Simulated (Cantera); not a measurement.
Input (Python, Cantera):

```python
import numpy as np
import cantera as ct

gas = ct.Solution("gri30.yaml")
gas.TPX = 873, 250000, {'CO': 0.0018, 'O2': 0.0022, 'H2O': 0.0039, 'N2': 1}
reactor = ct.IdealGasConstPressureReactor(gas, energy="off", clone=False)
net = ct.ReactorNet([reactor])
net.rtol, net.atol = 1e-08, 1e-18
show = ['CO', 'O2', 'H2O', 'NO2', 'HO2', 'O']
times = np.geomspace(0.0001, 30, 11)

steps = ct.SolutionArray(gas, extra=["t"])
rows = []
print(f"{'t/s':>10s}{'T/K':>9s}{'P/Pa':>11s}" + "".join(f"{s:>11s}" for s in show))
for t in times:
    while net.time < t:
        t_next = net.step()
        steps.append(gas.state, t=t_next)
    rows.append([np.interp(t, steps.t, y) for y in (steps.T, steps.P, *steps(*show).X.T)])
    print(f"{t:10.3e}{rows[-1][0]:9.1f}{rows[-1][1]:11.4g}" + "".join(f"{x:11.3e}" for x in rows[-1][2:]))
rate = np.gradient(steps.T, steps.t)
print("integrator steps:", len(steps.t))
if steps.T.max() > steps.T[0] + 200:
    print(f"time of steepest temperature rise: {steps.t[rate.argmax()]:.4e} s")
gas.TPX = 873, 250000, {'CO': 0.0018, 'O2': 0.0022, 'H2O': 0.0039, 'N2': 1}
gas.equilibrate("TP")
print(f"equilibrium (TP): T = {gas.T:.1f} K  " + "  ".join(f"{s} {gas[s].X[0]:.3e}" for s in show))
```

Output:

```
       t/s      T/K       P/Pa         CO         O2        H2O        NO2        HO2          O
 1.000e-04    873.0    2.5e+05  1.786e-03  2.183e-03  3.869e-03  1.900e-38  5.559e-17  3.588e-14
 3.529e-04    873.0    2.5e+05  1.786e-03  2.183e-03  3.869e-03  2.183e-36  1.810e-15  1.233e-13
 1.246e-03    873.0    2.5e+05  1.786e-03  2.183e-03  3.869e-03  4.671e-34  3.863e-14  3.973e-13
 4.397e-03    873.0    2.5e+05  1.786e-03  2.183e-03  3.869e-03  1.313e-31  4.714e-13  1.043e-12
 1.552e-02    873.0    2.5e+05  1.786e-03  2.183e-03  3.869e-03  2.619e-29  3.558e-12  1.678e-12
 5.477e-02    873.0    2.5e+05  1.786e-03  2.183e-03  3.869e-03  2.471e-27  1.669e-11  1.798e-12
 1.933e-01    873.0    2.5e+05  1.786e-03  2.183e-03  3.869e-03  1.727e-25  6.653e-11  1.997e-12
 6.823e-01    873.0    2.5e+05  1.786e-03  2.183e-03  3.869e-03  1.821e-23  2.907e-10  2.891e-12
 2.408e+00    873.0    2.5e+05  1.786e-03  2.183e-03  3.869e-03  9.792e-21  2.214e-09  1.058e-11
 8.500e+00    873.0    2.5e+05  1.781e-03  2.180e-03  3.869e-03  3.334e-16  7.773e-08  3.360e-10
 3.000e+01    873.0    2.5e+05  1.670e-03  2.125e-03  3.869e-03  1.234e-13  1.635e-07  7.469e-10
integrator steps: 398
equilibrium (TP): T = 873.0 K  CO 1.367e-14  O2 1.291e-03  H2O 3.873e-03  NO2 1.026e-08  HO2 4.940e-13  O 4.341e-14
```

Model: GRI-Mech 3.0 (53 species, 325 reactions), integrated in Cantera.
